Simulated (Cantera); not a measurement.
What does this Cantera script print?

```python
import numpy as np
import cantera as ct

gas_names = """
    CL CL2 H HCL H2 N NH NH2 NH3 N2 N2H2 N2H4 Si SiCL SiCL2 SiCL3 SiCL4 SiH SiHCL3 SiH2 SiH2CL2 SiH3
    SiH3CL SiH4 SiN Si2 Si2N Si3
""".split()
cond_names = """
    NH4CL(a) NH4CL(b) Si(cr) Si(L) Si3N4(a)
""".split()


def load(file, names, dense=False):
    # The tables refer to 1 bar. Condensed volumes are neglected.
    table = {s.name: s for s in ct.Species.list_from_file(file)}
    out = []
    for n in names:
        d = dict(table[n].input_data)
        d["thermo"] = dict(d["thermo"], **{"reference-pressure": 1e5})
        if dense:
            d["equation-of-state"] = {"model": "constant-volume", "density": "1e6 g/cm^3"}
        out.append(ct.Species.from_dict(d))
    return out


gas = ct.Solution(thermo="ideal-gas", species=load("nasa_gas.yaml", gas_names))
cond = {s.name: ct.Solution(thermo="fixed-stoichiometry", species=[s], name=s.name)
        for s in load("nasa_condensed.yaml", cond_names, dense=True)}
atoms = {
    'Si2Cl6': {'Si': 2, 'CL': 6},
    'NH3': {'N': 1, 'H': 3},
}
top_T = {'Si3N4(a)': 2400}  # K; cautious upper limits of use, not melting points


def equilibrate(T, P, feed):
    n = {}
    for name, mol in feed.items():
        for a, k in atoms[name].items():
            n[a] = n.get(a, 0.0) + k * mol
    gas.TPX = T, P, n
    mass = sum(n.values()) * gas.mean_molecular_weight
    gas.equilibrate("TP")
    valid = [c for c in cond.values() if c.min_temp <= T <= top_T.get(c.name, c.max_temp)]
    mix = ct.Mixture([(gas, mass / gas.mean_molecular_weight)] + [(c, 0.0) for c in valid])
    mix.T, mix.P = T, P
    mix.equilibrate("TP", solver="vcs", rtol=1e-11, max_steps=5000)
    return mix


results = []
feed = {'Si2Cl6': 1, 'NH3': 5}  # mol
T = 973  # K
P = 11000  # Pa
mix = equilibrate(T, P, feed)
results.append((T, P, feed, dict(zip(mix.species_names, mix.species_moles))))
x = sorted(zip(gas.X, gas.species_names), reverse=True)
print(f"T = {T:g} K  P = {P:g} Pa  gas = {mix.phase_moles(0):.4g} mol")
print("   x: " + "  ".join(f"{s} {v:.3e}" for v, s in x if v > 0.0001))
print("   condensed (mol): " + ("  ".join(f"{mix.phase(i).name} {mix.phase_moles(i):.4g}"
      for i in range(1, mix.n_phases) if mix.phase_moles(i) > 1e-12) or "none"))
```

Output:

```
T = 973 K  P = 11000 Pa  gas = 11.5 mol
   x: H2 4.761e-01  HCL 3.515e-01  N2 1.298e-01  SiCL4 4.228e-02  SiHCL3 3.218e-04
   condensed (mol): Si3N4(a) 0.5032
```

These are equilibrium values from Cantera (NASA tables, ideal gas, pure condensed phases), not measurements of a reactor. The feed counts by its element totals alone. The tables' values for SiCl3 are old estimates; treat these amounts as uncertain.
